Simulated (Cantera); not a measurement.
A freely propagating, adiabatic, planar premixed flame of 8.20 % CH₄, 21.9 % O₂, 69.9 % N₂, unburnt at 600 K and 0.300 bar; mixture-averaged transport, grid criteria slope 0.08 and curve 0.16, no radiation.

Detailed kinetics in Cantera: GRI-Mech 3.0 (53 species, 325 reactions). Burning velocities carry a grid error of a few per cent, more on coarse grids.

Q: Predict: laminar burning velocity; thermal thickness; peak x(C₂H₄); peak x(H₂O₂); peak x(CH₃); peak x(C₂H).

A: 
```json
{
  "laminar_burning_velocity": "171 cm/s",
  "thermal_thickness": "0.903 mm",
  "peak x(C₂H₄)": "0.000254",
  "peak x(H₂O₂)": "5.19e-6",
  "peak x(CH₃)": "0.00238",
  "peak x(C₂H)": "6.39e-8"
}
```
